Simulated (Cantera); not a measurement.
Cantera run:

```python
import numpy as np
import cantera as ct

gas_names = """
    H HO2 H2 H2O H2O2 O OH O2 O3 Si SiH SiH2 SiH3 SiH4 SiO SiO2 Si2 Si3
""".split()
cond_names = """
    H2O(s) H2O(L) Si(cr) Si(L) SiO2(Lqz) SiO2(hqz) SiO2(L)
""".split()


# ... load() reads the species with a 1 bar reference pressure and builds the phases ...
atoms = {
    'SiH4': {'Si': 1, 'H': 4},
    'H2O': {'H': 2, 'O': 1},
}
top_T = {}  # K; cautious upper limits of use, not melting points


# ... equilibrate(T, P, feed) seeds the gas with the atoms and calls Mixture.equilibrate('TP', solver="vcs", rtol=1e-11, max_steps=5000) ...
results = []
feed = {'SiH4': 1, 'H2O': 13}  # mol
T = 1523  # K
P = 240  # Pa
mix = equilibrate(T, P, feed)
results.append((T, P, feed, dict(zip(mix.species_names, mix.species_moles))))
print(gas.report(threshold=1e-06))
for i in range(1, mix.n_phases):
    print(f"{mix.phase(i).name:16s} {mix.phase_moles(i):12.5e} mol")
```

Output:

```
       temperature   1523 K
          pressure   240 Pa
           density   0.00026054 kg/m^3
  mean mol. weight   13.747 kg/kmol
   phase of matter   gas

                          1 kg             1 kmol
                     ---------------   ---------------
          enthalpy       -9.5438e+06        -1.312e+08  J
   internal energy       -1.0465e+07       -1.4386e+08  J
           entropy             20891        2.8718e+05  J/K
    Gibbs function       -4.1361e+07       -5.6858e+08  J
 heat capacity c_p            3166.7             43532  J/K
 heat capacity c_v            2561.9             35217  J/K

                      mass frac. Y      mole frac. X     chem. pot. / RT
                     ---------------   ---------------   ---------------
                 H        1.7859e-05        0.00024355           -13.001
                H2          0.039086           0.26652           -26.002
               H2O           0.96087           0.73322           -51.781
                OH         2.555e-05        2.0652e-05            -38.78
     [  +14 minor]        1.6775e-06        5.3842e-07

Si(cr)            0.00000e+00 mol
SiO2(hqz)         9.99992e-01 mol
```

Cantera equilibrium calculation (NASA polynomials, part measured and part estimated; ideal gas, pure solids and liquids). The tables hold silica as quartz up to 1696 K and as liquid above; real silica turns to tridymite and cristobalite and melts near 1996 K.
